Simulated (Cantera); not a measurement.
Input: 1 mol AlN, 1.3 mol HCl, 9.3 mol H2, 0.16 mol H2O, equilibrated at 18000 Pa.

Equilibrium computed with Cantera from the NASA thermochemical tables; the gas is ideal and each condensed phase is pure. Candidate condensed phases: Al, AlCl3, AlN, Al2O3, H2O, NH4Cl; 45 gas species. The tables' values for AlCl2 are old estimates; treat these amounts as uncertain. Kinetics and transport are ignored. All values below are at 1650 °C.

Base state: H2 0.851, AlCl 0.0703, N2 0.0428, HCl 0.0279, AlCl2 0.00523, H 0.00205, AlCl3 0.000891, Al 8.28e-5 (mole fractions); condensed: Al2O3(s).

Problem. What changes in the equilibrium state with this change: pressure from 18000 Pa to 58.0 Pa?

Solution. 
```json
[
 {"species": "H2", "before": "0.851", "after": "0.812"},
 {"species": "AlCl", "before": "0.0703", "after": "0.0732"},
 {"species": "N2", "before": "0.0428", "after": "0.0419"},
 {"species": "H", "before": "0.00205", "after": "0.0353"},
 {"species": "HCl", "before": "0.0279", "after": "0.0338"},
 {"species": "AlCl3", "before": "0.000891", "after": "4.61e-6"},
 {"species": "Cl", "before": "5.05e-5", "after": "0.00110"},
 {"species": "Al", "before": "8.28e-5", "after": "0.00123"},
 {"species": "AlCl2", "before": "0.00523", "after": "0.000384"},
 {"species": "AlOCl", "before": "6.55e-6", "after": "5.20e-5"},
 {"species": "Al2O3(s), mol", "before": "0.0530", "after": "0.0509"}
]
```
The tables' values for AlCl2, AlOH are old estimates; treat these amounts as uncertain.

Problem. What changes in the equilibrium state with this change: pressure from 18000 Pa to 6.70 Pa?

Solution. 
```tsv
species	before	after
H2	0.851	0.750
H	0.00205	0.0997
AlCl	0.0703	0.0687
AlCl2	0.00523	0.000123
HCl	0.0279	0.0328
N2	0.0428	0.0404
AlCl3	0.000891	5.08e-7
AlO	2.14e-8	1.42e-5
Al2O3(s), mol	0.0530	0.0484
```
The tables' values for AlCl2, AlOH are old estimates; treat these amounts as uncertain.

Problem. What changes in the equilibrium state with this change: HCl from 1.3 to 32 mol?

Solution. 
| species | before | after |
|---|---|---|
| HCl | 0.0279 | 0.699 |
| H2 | 0.851 | 0.258 |
| AlCl3 | 0.000891 | 0.0205 |
| AlCl | 0.0703 | 0.000779 |
| N2 | 0.0428 | 0.0120 |
| Al2O | 3.12e-5 | <1e-9 |
| AlH | 1.08e-5 | 1.45e-9 |
| Al | 8.28e-5 | 2.01e-8 |
| H2O | 4.74e-5 | 0.00369 |
| Al2O3(s), mol | 0.0530 | 0.00185 |
